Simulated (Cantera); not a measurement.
Cantera run:

```python
import numpy as np
import cantera as ct

gas_names = """
    CL CL2 H HCL H2 Si SiCL SiCL2 SiCL3 SiCL4 SiH SiHCL3 SiH2 SiH2CL2 SiH3 SiH3CL SiH4 Si2 Si3
""".split()
cond_names = """
    Si(cr) Si(L)
""".split()


# ... load() reads the species with a 1 bar reference pressure and builds the phases ...
atoms = {
    'SiCl4': {'Si': 1, 'CL': 4},
    'Cl2': {'CL': 2},
    'H2': {'H': 2},
}
top_T = {}  # K; cautious upper limits of use, not melting points


# ... equilibrate(T, P, feed) seeds the gas with the atoms and calls Mixture.equilibrate('TP', solver="vcs", rtol=1e-11, max_steps=5000) ...
results = []
T = 598  # K
P = 100000  # Pa
for m in [0.5, 0.74, 0.99, 1.2, 1.5, 1.7, 2, 2.2]:
    feed = {'SiCl4': 1, 'Cl2': m, 'H2': 0.68}  # mol
    mix = equilibrate(T, P, feed)
    results.append((T, P, feed, dict(zip(mix.species_names, mix.species_moles))))

top = {s: max(r[3][s] / sum(r[3][g] for g in gas_names) for r in results) for s in gas_names}
cols = sorted((s for s in top if top[s] > 0.0001), key=lambda s: -top[s])[:5]
seen = [c for c in cond_names if any(r[3].get(c, 0) > 1e-12 for r in results)]
print("log10 of partial pressures in bar; condensed amounts in mol")
print(f"{'n(Cl2)':>10s}" + "".join(f"{s[:9]:>10s}" for s in cols + seen))
for T, P, feed, n in results:
    ng = sum(n[g] for g in gas_names)
    print(f"{feed['Cl2']:10.4g}" + "".join(f"{np.log10(max(n[s] / ng * P / 1e5, 1e-99)):10.3f}" for s in cols)
          + "".join(f"{n.get(c, 0):10.4g}" for c in seen))
```

Output:

```
log10 of partial pressures in bar; condensed amounts in mol
    n(Cl2)       HCL     SiCL4       CL2        H2
       0.5    -0.338    -0.338   -16.707    -1.083
      0.74    -0.250    -0.384    -1.606   -16.008
      0.99    -0.293    -0.427    -0.935   -16.764
       1.2    -0.326    -0.459    -0.743   -17.022
       1.5    -0.369    -0.502    -0.589   -17.262
       1.7    -0.395    -0.529    -0.520   -17.384
         2    -0.432    -0.566    -0.445   -17.533
       2.2    -0.455    -0.589    -0.407   -17.617
```

These are equilibrium values from Cantera (NASA tables, ideal gas, pure condensed phases), not measurements of a reactor.
